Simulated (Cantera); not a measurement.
# Catalytic combustion on Pt

An isothermal plug-flow reactor at 950 K and 1.00 bar (inlet), inlet velocity 1.1 m/s, active area per volume 26000 1/m; feed CH4 : O2 : N2 = 0.0073 : 0.12 : 0.79 (molar parts), equivalence ratio 0.12.

Detailed kinetics in Cantera: Deutschmann's 1995 Pt surface mechanism with GRI-Mech 3.0 gas chemistry. Catalytic surfaces can have several steady states; this one follows from the mechanism file's or the stated starting coverage. Mass transfer to the wall is taken as infinitely fast.

```csv
z (m),x CH4,x O2,x H2O,x CO2,x CO,θ free Pt,θ O*,θ OH*
0.0005,0.00563,0.126,0.00465,0.00232,2.08e-6,0.138,0.861,0.00128
0.00096,0.00408,0.123,0.00775,0.00387,1.51e-6,0.138,0.860,0.00165
0.0019,0.00209,0.119,0.0117,0.00586,7.78e-7,0.139,0.859,0.00203
0.0036,0.000614,0.116,0.0147,0.00734,2.29e-7,0.140,0.858,0.00227
0.0069,5.57e-5,0.115,0.0158,0.00790,2.08e-8,0.140,0.857,0.00236
0.013,6.59e-7,0.115,0.0159,0.00795,2.78e-10,0.140,0.857,0.00237
0.026,9.90e-10,0.115,0.0159,0.00796,2.68e-11,0.140,0.857,0.00237
0.05,2.12e-11,0.115,0.0159,0.00796,2.30e-11,0.140,0.857,0.00237
```
x: gas mole fraction; θ: surface coverage.
